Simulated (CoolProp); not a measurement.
Vapour-liquid equilibrium of benzene (1) + cyclohexane (2) at 383 K; x and y are mole fractions of (1).

Model: multi-fluid Helmholtz-energy mixture model, Thol 2012 and Zhou 2014; pair parameters Bell 2016, in CoolProp.

| x | bubble pressure, mixture model (bar) | bubble pressure, Raoult's law (bar) | y, mixture model | y, Raoult's law |
|---|---|---|---|---|
| 0.05 | 2.295 | 2.257 | 0.066 | 0.052 |
| 0.125 | 2.351 | 2.263 | 0.156 | 0.129 |
| 0.2 | 2.397 | 2.269 | 0.237 | 0.206 |
| 0.275 | 2.434 | 2.275 | 0.312 | 0.282 |
| 0.35 | 2.463 | 2.281 | 0.382 | 0.358 |
| 0.425 | 2.483 | 2.287 | 0.448 | 0.434 |
| 0.5 | 2.496 | 2.293 | 0.512 | 0.509 |
| 0.575 | 2.500 | 2.299 | 0.575 | 0.584 |
| 0.65 | 2.496 | 2.305 | 0.639 | 0.658 |
| 0.725 | 2.483 | 2.312 | 0.704 | 0.732 |
| 0.8 | 2.460 | 2.318 | 0.774 | 0.806 |
| 0.875 | 2.425 | 2.324 | 0.850 | 0.879 |
| 0.95 | 2.376 | 2.330 | 0.935 | 0.952 |

The largest gap from Raoult's law is +8.9 % in bubble pressure, at x = 0.5. y crosses x between x = 0.575 and 0.65: the model has an azeotrope there.

The pair parameters rest on a limited set of measurements; away from them the model extrapolates.
